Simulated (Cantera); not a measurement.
Catalytic stagnation flow on Pt

A jet of 7.44 % CH₄, 8.61 % O₂, 84.0 % N₂, equivalence ratio 1.7 at 300 K and 0.434 atm hits a platinum plate 9.5 cm away at a mass flux of 0.082 kg/m²/s; the plate temperature is set and raised in steps from an oxygen-covered start.

Computed with Cantera and Deutschmann's 1995 Pt surface mechanism with GRI-Mech 3.0 gas chemistry. Catalytic surfaces can have several steady states; this one follows from the mechanism file's or the stated starting coverage.

```
plate T (K)  wall x CH₄  wall x O₂  wall x H₂O  wall x OH  wall x CO  wall x CO₂  θ free Pt     θ H*   θ CO*     θ C*
-----------  ----------  ---------  ----------  ---------  ---------  ----------  ---------  -------  ------  -------
950              0.0185    0.00502      0.0883      <1e-8     0.0582     7.17e-5      0.204  0.00237   0.145    0.648
1000            0.00954    0.00262      0.0837      <1e-8     0.0672    0.000158      0.295  0.00362   0.154    0.548
1050            0.00245   0.000769      0.0789      <1e-8     0.0730     0.00165      0.566  0.00503   0.292    0.137
1100            0.00143   0.000487      0.0750      <1e-8     0.0698     0.00633      0.726  0.00498   0.234   0.0344
1150            0.00106   0.000380      0.0690      <1e-8     0.0628      0.0145      0.834  0.00475   0.150   0.0115
1200           0.000888   0.000328      0.0621      <1e-8     0.0544      0.0241      0.904  0.00447  0.0864  0.00471
```
x: mole fraction at the wall; θ: surface coverage.
